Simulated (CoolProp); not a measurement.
R1234ze(Z) along the isobar 7230 kPa: Z from the reference equation and from simpler models built on Tc = 150.1 °C, pc = 3531 kPa, ω = 0.327; each cubic takes its own stable root.

Model: reference Helmholtz-energy equation of state, Akasaka 2019, in CoolProp.

```
T (°C)          phase  reference
------  -------------  ---------
24.55          liquid     0.2667
37.45          liquid     0.2623
50.45          liquid     0.2588
63.35          liquid     0.2564
76.35          liquid     0.2549
89.25          liquid     0.2547
102.15         liquid     0.2557
115.15         liquid     0.2583
128.05         liquid     0.2631
140.95         liquid     0.2708
153.95  supercritical     0.2830
166.85  supercritical     0.3027
```

Question: How far does each simpler model (van der Waals, Redlich-Kwong, Soave-Redlich-Kwong) lie from the reference over these 12 states: mean and median of the absolute difference, and the worst?

Answer: 
- van der Waals: mean 68.9 %, median 71.7 %, worst +80.3 % at 24.55 °C and 7230 kPa
- Redlich-Kwong: mean 27.4 %, median 27.6 %, worst +28.3 % at 115.15 °C and 7230 kPa
- Soave-Redlich-Kwong: mean 24.2 %, median 23.3 %, worst +28.5 % at 166.85 °C and 7230 kPa
